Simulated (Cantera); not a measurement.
An isothermal, constant-pressure homogeneous reactor starts with H₂ : O₂ = 0.015 : 1 (molar parts), at 1325 K and 9.75 Torr. Integrator tolerance rtol = 1e-08.

Detailed kinetics in Cantera: the H2/O2 subset of GRI-Mech 3.0, which has no nitrogen chemistry. Radical loss at walls, strong at low pressure, is not modelled.

Task: What does this change do: temperature 1325 to 1448 K?

Result: 
```csv
quantity,before,after
x(H₂) at 1.00 s,8.11e-6 (gas-phase equilibrium 1.78e-8),1.51e-5 (gas-phase equilibrium 1.22e-7)
x(O₂) at 1.00 s,0.984 (gas-phase equilibrium 0.985),0.982 (gas-phase equilibrium 0.985)
x(H) at 1.00 s,1.88e-5 (gas-phase equilibrium 1.92e-9),4.02e-5 (gas-phase equilibrium 2.84e-8)
x(H₂O) at 1.00 s,0.0146 (gas-phase equilibrium 0.0149),0.0144 (gas-phase equilibrium 0.0148)
x(OH) at 1.00 s,0.000500 (gas-phase equilibrium 2.35e-5),0.000915 (gas-phase equilibrium 8.25e-5)
```
